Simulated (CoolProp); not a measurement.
Vapour-liquid equilibrium of propane (1) + R236EA (2) at -20.65 °C; x and y are mole fractions of (1).

Values from CoolProp's multi-fluid Helmholtz-energy mixture model, Lemmon 2009 and Rui 2013; pair parameters Bell 2016.

```json
[
 {"x": "0.05", "bubble pressure (bar)": "0.8298", "y at the bubble point": "0.654", "dew pressure at overall composition x (bar)": "0.3097", "liquid density (mol/L)": "10.35"},
 {"x": "0.125", "bubble pressure (bar)": "1.413", "y at the bubble point": "0.804", "dew pressure at overall composition x (bar)": "0.3360", "liquid density (mol/L)": "10.46"},
 {"x": "0.2", "bubble pressure (bar)": "1.781", "y at the bubble point": "0.850", "dew pressure at overall composition x (bar)": "0.3672", "liquid density (mol/L)": "10.57"},
 {"x": "0.275", "bubble pressure (bar)": "1.992", "y at the bubble point": "0.870", "dew pressure at overall composition x (bar)": "0.4046", "liquid density (mol/L)": "10.69"},
 {"x": "0.35", "bubble pressure (bar)": "2.103", "y at the bubble point": "0.880", "dew pressure at overall composition x (bar)": "0.4505", "liquid density (mol/L)": "10.81"},
 {"x": "0.425", "bubble pressure (bar)": "2.154", "y at the bubble point": "0.884", "dew pressure at overall composition x (bar)": "0.5081", "liquid density (mol/L)": "10.95"},
 {"x": "0.5", "bubble pressure (bar)": "2.177", "y at the bubble point": "0.887", "dew pressure at overall composition x (bar)": "0.5823", "liquid density (mol/L)": "11.09"},
 {"x": "0.575", "bubble pressure (bar)": "2.191", "y at the bubble point": "0.888", "dew pressure at overall composition x (bar)": "0.6818", "liquid density (mol/L)": "11.25"},
 {"x": "0.65", "bubble pressure (bar)": "2.209", "y at the bubble point": "0.891", "dew pressure at overall composition x (bar)": "0.8218", "liquid density (mol/L)": "11.43"},
 {"x": "0.725", "bubble pressure (bar)": "2.236", "y at the bubble point": "0.896", "dew pressure at overall composition x (bar)": "1.033", "liquid density (mol/L)": "11.63"},
 {"x": "0.8", "bubble pressure (bar)": "2.275", "y at the bubble point": "0.907", "dew pressure at overall composition x (bar)": "1.386", "liquid density (mol/L)": "11.85"},
 {"x": "0.875", "bubble pressure (bar)": "2.323", "y at the bubble point": "0.927", "dew pressure at overall composition x (bar)": "2.049", "liquid density (mol/L)": "12.10"},
 {"x": "0.95", "bubble pressure (bar)": "2.369", "y at the bubble point": "0.962", "dew pressure at overall composition x (bar)": "2.358", "liquid density (mol/L)": "12.39"}
]
```

No azeotrope shows between x = 0.05 and 0.95.

Pair parameters are fitted to limited data, so mixtures are less certain than the pure fluids. With so large a gap from Raoult's law the liquid may split in two, which this calculation doesn't test in full.
